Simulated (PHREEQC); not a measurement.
Make-up at 25 °C: 1.7 mol MgSO4 and 0.21 mol K2SO4 per kg of water. Closed to the air; pH follows from the charge balance.

Computed with PHREEQC (Pitzer model, pitzer.dat).

```
Quantity                   Result
-------------------  ------------
ionic strength       7.43 mol/kgw
activity of water           0.957
density               1.203 g/cm³
osmotic coefficient         0.611
```

```
species  molality  activity   log γ
-------  --------  --------  ------
SO4-2        1.91    0.0219  -1.940
Mg+2         1.70     0.294  -0.762
K+          0.420     0.223  -0.276
MgOH+     1.90e-6   8.30e-7  -0.361
HSO4-     1.54e-6   1.10e-6  -0.145
H+        5.21e-7   5.26e-7   0.005
OH-       1.51e-7   1.84e-8  -0.914
```

This is a speciation only: nothing precipitates in the calculation. Complexes and solids missing from the database can't appear.
